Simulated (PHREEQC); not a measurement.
# Metal-bearing waste water: speciation

Dissolve 0.074 mol Al2(SO4)3, 0.0047 mol CuCl2 and 0.058 mol Na2SO4 per kg of water at 25 °C. Closed to the air; pH follows from the charge balance.

Equilibrium calculation in PHREEQC: ion-association model, phreeqc.dat.

Each row changes one thing in this solution. This is a speciation only: nothing precipitates in the calculation.

```json
[
 {"case": "as made", "pH": "3.99", "ionic strength (mol/kgw)": "0.337", "Na+ (mol/kgw)": "0.106", "AlSO4+ (mol/kgw)": "0.0866", "SO4-2 (mol/kgw)": "0.0781", "Al(SO4)2- (mol/kgw)": "0.0513", "SI of Gibbsite (Al(OH)3)": "+0.85", "SI of Halite (NaCl)": "-4.88"},
 {"case": "diluted 5-fold with water", "pH": "4.08", "ionic strength (mol/kgw)": "0.0859", "Na+ (mol/kgw)": "0.0222", "AlSO4+ (mol/kgw)": "0.0206", "SO4-2 (mol/kgw)": "0.0225", "Al(SO4)2- (mol/kgw)": "0.00573", "SI of Gibbsite (Al(OH)3)": "+0.90", "SI of Halite (NaCl)": "-6.16"},
 {"case": "Na2SO4 from 0.058 to 0.0522 mol/kgw", "pH": "3.98", "ionic strength (mol/kgw)": "0.326", "Na+ (mol/kgw)": "0.0955", "AlSO4+ (mol/kgw)": "0.0874", "SO4-2 (mol/kgw)": "0.0748", "Al(SO4)2- (mol/kgw)": "0.0503", "SI of Gibbsite (Al(OH)3)": "+0.83", "SI of Halite (NaCl)": "-4.92"},
 {"case": "diluted 2-fold with water", "pH": "4.03", "ionic strength (mol/kgw)": "0.188", "Na+ (mol/kgw)": "0.0542", "AlSO4+ (mol/kgw)": "0.0472", "SO4-2 (mol/kgw)": "0.0464", "Al(SO4)2- (mol/kgw)": "0.0207", "SI of Gibbsite (Al(OH)3)": "+0.88", "SI of Halite (NaCl)": "-5.43"},
 {"case": "Na2SO4 from 0.058 to 0.029 mol/kgw", "pH": "3.93", "ionic strength (mol/kgw)": "0.283", "Na+ (mol/kgw)": "0.0537", "AlSO4+ (mol/kgw)": "0.0906", "SO4-2 (mol/kgw)": "0.0621", "Al(SO4)2- (mol/kgw)": "0.0457", "SI of Gibbsite (Al(OH)3)": "+0.77", "SI of Halite (NaCl)": "-5.16"}
]
```

Some of these states are supersaturated (in Gibbsite (slow to form), for instance).
